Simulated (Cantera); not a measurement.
Equilibrium for tantalum, niobium, vanadium and zirconium in process gases: V + NH₃ + N₂

Feed: 1 mol V, 0.85 mol NH₃, 1.6 mol N₂, at 0.120 Pa.

Equilibrium computed with Cantera from the NASA thermochemical tables; the gas is ideal and each condensed phase is pure. Candidate condensed phases: V, VN; 11 gas species. VN: taken at fixed stoichiometry. Condensed phases not in the tables: V₂N, N, O or C dissolved in the metal. The numbers say what is thermodynamically allowed, not how fast it happens.

From 800 K to 1400 K the condensed part is VN(s). From 1600 K to 1800 K the condensed part is V(s). From 2000 K to 2800 K nothing is condensed.

```tsv
T (K)	x N₂	x H	x H₂	x V	x N	x VN	x NH	n VN(s)	n V(s)
800	0.545	1.78e-9	0.455	<1e-12	<1e-12	<1e-12	<1e-12	1.00	0
1000	0.545	1.40e-6	0.455	<1e-12	<1e-12	<1e-12	<1e-12	1.00	0
1200	0.545	0.000122	0.455	3.21e-11	<1e-12	<1e-12	<1e-12	1.00	0
1400	0.544	0.00299	0.453	1.00e-6	2.64e-12	1.22e-12	<1e-12	1.000	0
1600	0.604	0.0300	0.365	0.000950	4.74e-10	1.25e-9	1.15e-11	0	0.997
1800	0.523	0.163	0.248	0.0658	2.42e-8	8.21e-8	1.74e-10	0	0.745
2000	0.385	0.364	0.0603	0.190	5.11e-7	2.05e-7	7.98e-10	0	0
2200	0.366	0.446	0.00752	0.181	6.88e-6	1.90e-7	1.94e-9	0	0
2400	0.364	0.456	0.000986	0.180	6.13e-5	1.88e-7	3.56e-9	0	0
2600	0.363	0.457	0.000170	0.179	0.000392	1.87e-7	5.86e-9	0	0
2800	0.362	0.457	3.74e-5	0.179	0.00192	1.85e-7	8.94e-9	0	0
```
x: gas mole fraction; n: condensed amount in mol.
